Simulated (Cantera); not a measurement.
An isothermal, constant-pressure homogeneous reactor starts with NO : N2 = 1 : 15 (molar parts), at 2125 K and 18000 Pa.

Detailed kinetics in Cantera: GRI-Mech 3.0 (53 species, 325 reactions).

**Question.** Predict: x(NO) at 5.00 s; x(NO2) at 5.00 s; x(N2) at 5.00 s; x(O) at 5.00 s; x(N2O) at 5.00 s.

**Answer.** 
```json
{
 "x(NO) at 5.00 s": "0.00840 (gas-phase equilibrium 0.00435)",
 "x(NO2) at 5.00 s": "1.80e-6 (gas-phase equilibrium 9.66e-7)",
 "x(N2) at 5.00 s": "0.964 (gas-phase equilibrium 0.966)",
 "x(O) at 5.00 s": "0.000641 (gas-phase equilibrium 0.000664)",
 "x(N2O) at 5.00 s": "1.33e-7 (gas-phase equilibrium 1.14e-7)"
}
```
